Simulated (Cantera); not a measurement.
Charge: 1 mol HMDSO, 6.9 mol NO, 62 mol N₂, at 13300 Pa.

Cantera equilibrium calculation (NASA polynomials, part measured and part estimated; ideal gas, pure solids and liquids). Candidate condensed phases: C, C₆H₆, C₇H₈, C₈H₁₈, H₂O, Si, SiC, SiO₂, Si₂N₂O, Si₃N₄; 151 gas species. The feed counts by its element totals alone. Mutual solubility and eutectic melting of coexisting phases are not modelled. The tables hold silica as quartz up to 1696 K and as liquid above; real silica turns to tridymite and cristobalite and melts near 1996 K. The numbers say what is thermodynamically allowed, not how fast it happens.

Task: At 1375 K, list the 5 most abundant gas species with their mole fractions, and the condensed phases.

Result: N₂ 0.812, H₂ 0.113, CO 0.0752, H₂O 3.10e-5, HCN 2.05e-5. Condensed: SiO₂(β-quartz) + Si₂N₂O(s).
